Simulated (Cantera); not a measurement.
A closed system holds: 1 mol MgO, 4.3 mol SO2, 0.8 mol O2, held at 0.150 bar.

Method: chemical equilibrium by Gibbs-energy minimisation in Cantera with the NASA 1993 tables (ideal gas, pure condensed phases). Candidate condensed phases: Mg, MgO, MgS, MgSO4, S; 14 gas species. Equilibrium is a limit: real reactors are often held back by kinetics, nucleation or transport.

log p: log10 of the partial pressure in bar; n: condensed amount in mol.

| T (K) | log p SO2 | log p SO3 | log p O2 | log p O | log p SO | n MgSO4(s) | n MgO(s) |
|---|---|---|---|---|---|---|---|
| 675 | -0.91 | -1.56 | -6.77 | <-12 | <-12 | 1.00 | 0 |
| 775 | -0.91 | -1.56 | (withheld) | <-12 | <-12 | 1.00 | 0 |
| 875 | -0.91 | -1.58 | -3.32 | <-12 | <-12 | 1.00 | 0 |
| 975 | -0.90 | (withheld) | (withheld) | (withheld) | (withheld) | 1.00 | 0 |
| 1075 | -0.88 | -2.02 | -2.09 | -9.93 | -10.45 | 1.00 | 0 |
| 1175 | -0.87 | -2.36 | -1.98 | -8.83 | -9.24 | 1.00 | 0 |
| 1275 | -0.90 | -2.57 | -1.65 | -7.78 | -8.39 | 0 | 1.00 |
| 1375 | -0.90 | -2.84 | -1.64 | -7.02 | -7.49 | 0 | 1.00 |
| 1475 | -0.90 | -3.09 | -1.63 | -6.36 | -6.71 | 0 | 1.00 |
| 1575 | -0.90 | -3.30 | -1.63 | -5.79 | -6.04 | 0 | 1.00 |
| 1675 | -0.90 | -3.49 | -1.63 | -5.28 | -5.44 | 0 | 1.00 |
| 1775 | -0.90 | -3.65 | -1.63 | -4.83 | -4.91 | 0 | 1.00 |
| 1875 | -0.90 | -3.80 | -1.63 | -4.43 | -4.44 | 0 | 1.00 |

### Question
What belongs in the gaps?

### Answer

- 775, log p O2: -4.80
- 975, log p SO3: -1.72
- 975, log p O2: -2.42
- 975, log p O: -11.35
- 975, log p SO: -11.81
